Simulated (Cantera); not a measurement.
Feed: 1 mol B₂O₃, 0.14 mol H₂O, a varied amount of N₂, 3.4 mol NH₃, equilibrated at 1875 K and 0.000700 bar.

Cantera equilibrium calculation (NASA polynomials, part measured and part estimated; ideal gas, pure solids and liquids). Candidate condensed phases: B, BN, B₂O₃, B₃O₃H₃, H₂O; 39 gas species. The numbers say what is thermodynamically allowed, not how fast it happens.

x: gas mole fraction; nothing condenses.

```
n(N₂) (mol)   x N₂    x H₂   x B₂O₃   x HBO₂    x HBO      x H     x BO
-----------  -----  ------  -------  -------  -------  -------  -------
0.19         0.229   0.574   0.0663   0.0659   0.0239   0.0188   0.0128
0.39         0.247   0.561   0.0647   0.0644   0.0233   0.0186   0.0127
0.8          0.282   0.534   0.0616   0.0615   0.0221   0.0181   0.0123
1.6          0.341   0.489   0.0563   0.0565   0.0201   0.0173   0.0117
3.3            [?]     [?]      [?]      [?]      [?]      [?]      [?]
6.8          0.570   0.316   0.0359   0.0372   0.0126   0.0139  0.00913
14           0.709   0.212   0.0237   0.0254  0.00816   0.0114  0.00722
28             [?]     [?]      [?]      [?]      [?]      [?]      [?]
58           0.901  0.0693  0.00733  0.00887  0.00236  0.00652  0.00366
```

What belongs in the gaps?


- 28, x N₂: 0.820
- 28, x H₂: 0.129
- 28, x B₂O₃: 0.0141
- 28, x HBO₂: 0.0158
- 28, x HBO: 0.00472
- 28, x H: 0.00888
- 28, x BO: 0.00536
- 3.3, x N₂: 0.439
- 3.3, x H₂: 0.415
- 3.3, x B₂O₃: 0.0475
- 3.3, x HBO₂: 0.0482
- 3.3, x HBO: 0.0169
- 3.3, x H: 0.0160
- 3.3, x BO: 0.0107
